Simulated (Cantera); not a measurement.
Feed: 1 mol Pb, 0.19 mol CO, 2.5 mol H2, at 91.0 mbar.

These are equilibrium values from Cantera (NASA tables, ideal gas, pure condensed phases), not measurements of a reactor. Candidate condensed phases: C, C6H6, C7H8, C8H18, H2O, Pb, PbO, PbO2, Pb3O4; 113 gas species. Kinetics and transport are ignored.

Q: Which condensed phases are stable at each of these points (T (K)): 825, 925, 1025, 1125, 1225, 1325, 1425, 1525?

A: 
```csv
T (K),condensed phases,Pb condensed (%)
825,Pb(l),100.0
925,Pb(l),100.0
1025,Pb(l),99.9
1125,Pb(l),99.4
1225,Pb(l),97.2
1325,Pb(l),88.9
1425,Pb(l),61.3
1525,gas only,0.0
```

From 825 K to 1425 K the condensed part is Pb(l). At 1525 K nothing is condensed.
